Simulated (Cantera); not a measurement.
Charge: 1 mol SiH2Cl2, 11 mol NH3, 43 mol H2, held at 10.5 Torr.

These are equilibrium values from Cantera (NASA tables, ideal gas, pure condensed phases), not measurements of a reactor. Candidate condensed phases: NH4Cl, Si, Si3N4; 28 gas species. Rates play no part.

Task: At 1598 K, list the 6 most abundant gas species with their mole fractions, and the condensed phases.

Result: H2 0.897, N2 0.0736, HCl 0.0276, SiCl2 0.00125, H 0.000426, Cl 1.04e-5. Condensed: Si3N4(s).
